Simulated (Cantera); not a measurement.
Charge: 1 mol BCl3, 0.48 mol NH3, held at 1048.15 K and 0.330 Torr.

Equilibrium computed with Cantera from the NASA thermochemical tables; the gas is ideal and each condensed phase is pure. Candidate condensed phases: B, BN, NH4Cl; 21 gas species. Gases not in the tables: BHCl2. Kinetics and transport are ignored.

Question: What is the equilibrium state?

Answer: 
| Quantity | Result |
|---|---|
| x(HCl) | 0.729 |
| x(BCl3) | 0.267 |
| x(H2) | 0.00263 |
| x(N2) | 0.000876 |
| x(Cl) | 4.80e-6 |
| n(BN(s)) | 0.477 mol |
| gas amount | 1.960 mol |
| log10 activity of B(s) (absent) | -4.69 |
